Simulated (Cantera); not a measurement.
A freely propagating, adiabatic, planar premixed flame of 12.6 % CH4, 22.7 % O2, 64.7 % N2, unburnt at 525 K and 16000 Pa; mixture-averaged transport, grid criteria slope 0.08 and curve 0.16, no radiation.

Computed with Cantera and GRI-Mech 3.0 (53 species, 325 reactions). Burning velocities carry a grid error of a few per cent, more on coarse grids.

Problem. Predict: laminar burning velocity; thermal thickness; peak x(CH3); peak x(O); peak x(C2H6); peak x(H2O2).

Solution. 
| Quantity | Result |
|---|---|
| laminar burning velocity | 190 cm/s |
| thermal thickness | 1.38 mm |
| peak x(CH3) | 0.00644 |
| peak x(O) | 0.00726 |
| peak x(C2H6) | 0.00154 |
| peak x(H2O2) | 3.71e-6 |
